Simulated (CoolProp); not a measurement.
Vapour-liquid equilibrium of methanol (1) + toluene (2) at 1.22 MPa; x and y are mole fractions of (1).

The numbers come from the multi-fluid Helmholtz-energy mixture model, de Reuck 1993 and Lemmon 2006; pair parameters Bell 2016 in CoolProp.

```json
[
 {"x": "0.05", "bubble temperature, mixture model (°C)": "203.9", "bubble temperature, Raoult's law (°C)": "216.6", "y, mixture model": "0.310", "y, Raoult's law": "0.223"},
 {"x": "0.2", "bubble temperature, mixture model (°C)": "170.7", "bubble temperature, Raoult's law (°C)": "192.4", "y, mixture model": "0.636", "y, Raoult's law": "0.571"},
 {"x": "0.35", "bubble temperature, mixture model (°C)": "160.3", "bubble temperature, Raoult's law (°C)": "177.4", "y, mixture model": "___", "y, Raoult's law": "0.738"},
 {"x": "0.5", "bubble temperature, mixture model (°C)": "155.2", "bubble temperature, Raoult's law (°C)": "166.7", "y, mixture model": "0.770", "y, Raoult's law": "0.838"},
 {"x": "0.65", "bubble temperature, mixture model (°C)": "___", "bubble temperature, Raoult's law (°C)": "158.4", "y, mixture model": "0.818", "y, Raoult's law": "0.905"},
 {"x": "0.8", "bubble temperature, mixture model (°C)": "___", "bubble temperature, Raoult's law (°C)": "151.8", "y, mixture model": "___", "y, Raoult's law": "0.953"},
 {"x": "0.95", "bubble temperature, mixture model (°C)": "145.3", "bubble temperature, Raoult's law (°C)": "146.2", "y, mixture model": "0.966", "y, Raoult's law": "0.990"}
]
```

Problem. What belongs in the gaps?

Solution. 
- 0.35, y, mixture model: 0.722
- 0.65, bubble temperature, mixture model (°C): 151.4
- 0.8, bubble temperature, mixture model (°C): 148.1
- 0.8, y, mixture model: 0.880

The largest gap from Raoult's law is -21.7 K in bubble temperature, at x = 0.2. No azeotrope shows between x = 0.05 and 0.95.

Pair parameters are fitted to limited data, so mixtures are less certain than the pure fluids. With so large a gap from Raoult's law the liquid may split in two, which this calculation doesn't test in full.
